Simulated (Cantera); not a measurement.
Silicon carbide growth: CH3SiH3 + H2

A closed system holds: 1 mol CH3SiH3, 16 mol H2, at 1073 K.

Cantera equilibrium calculation (NASA polynomials, part measured and part estimated; ideal gas, pure solids and liquids). Candidate condensed phases: C, C6H6, C7H8, C8H18, Si, SiC; 87 gas species. The feed counts by its element totals alone. Mutual solubility and eutectic melting of coexisting phases are not modelled. Equilibrium is a limit: real reactors are often held back by kinetics, nucleation or transport.

```csv
P (Pa),log p H2,log p CH4,log p SiH4,log p H,n SiC(s),n Si(s)
100,-3.00,-10.49,-12.30,-9.35,1.000,0
220,-2.66,-9.80,-11.62,-9.18,1.000,0
460,-2.34,-9.16,-10.98,-9.02,1.000,0
1000,-2.00,-8.49,-10.30,-8.85,1.000,0
2200,-1.66,-7.80,-9.62,-8.68,1.000,0
4600,-1.34,-7.16,-8.98,-8.52,1.000,0
10000,-1.00,-6.49,-8.30,-8.35,1.000,0
22000,-0.66,-5.80,-7.62,-8.18,1.000,0.000134
46000,-0.34,-5.16,-6.98,-8.02,1.000,0.000280
100000,0.00,-4.49,-6.30,-7.85,0.999,0.000609
```
log p: log10 of the partial pressure in bar; n: condensed amount in mol.

From 1.00 mbar to 0.100 bar the condensed part is SiC(s). From 0.220 bar to 1.00 bar the condensed part is Si(s) + SiC(s).
